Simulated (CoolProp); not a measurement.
R507A at 294.18 K and 0.521 MPa is throttled through a valve to 0.229 MPa with no heat exchange. Each further row changes one setting.

The numbers come from the reference Helmholtz-energy equation of state, Lemmon 2003 in CoolProp. It is a pseudo-pure fit of the blend.

```csv
case,temperature change (K),final density (kg/m³)
as stated,-5.5,9.86
outlet pressure 0.0687 MPa,-8.7,2.90
outlet pressure 0.298 MPa,-4.2,12.9
```
